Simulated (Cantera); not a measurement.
**Ignition delay**

Mixture: 6.52 % C2H4, 17.8 % O2, 67.2 % N2, 8.48 % CO2, equivalence ratio 1.1, at 101000 Pa, adiabatic and at constant pressure. Ignition delay is the time to a rise of 400 K.

Cantera simulation using GRI-Mech 3.0 (53 species, 325 reactions); the numbers are that mechanism's predictions, not measurements. GRI-Mech 3.0 was tuned for natural gas; its chemistry of ethylene as a main component is partial and can be far from experiment. Where the delays flatten at high temperature, the 400 K rule measures the pace of heat release, not the induction time.

```tsv
T0 (K)	delay (ms)
1250	0.195
1300	0.111
1350	0.0742
1400	0.0542
1450	0.0417
1500	0.0333
1550	0.0273
```

```json
{
 "apparent activation energy between 1450 and 1550 K": "80 kJ/mol"
}
```
